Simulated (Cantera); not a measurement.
Feed: 1 mol CaCO₃, 1 mol H₂O, 3.5 mol CO₂, held at 0.290 bar.

These are equilibrium values from Cantera (NASA tables, ideal gas, pure condensed phases), not measurements of a reactor. Candidate condensed phases: C, C₆H₆, C₇H₈, C₈H₁₈, Ca, CaCO₃, CaO, Ca(OH)₂, H₂O; 115 gas species. Kinetics and transport are ignored.

Task: At 2125 K, list the 5 most abundant gas species with their mole fractions, and the condensed phases.

Result: CO₂ 0.764, H₂O 0.174, CO 0.0370, O₂ 0.0183, OH 0.00356. Condensed: CaO(s).
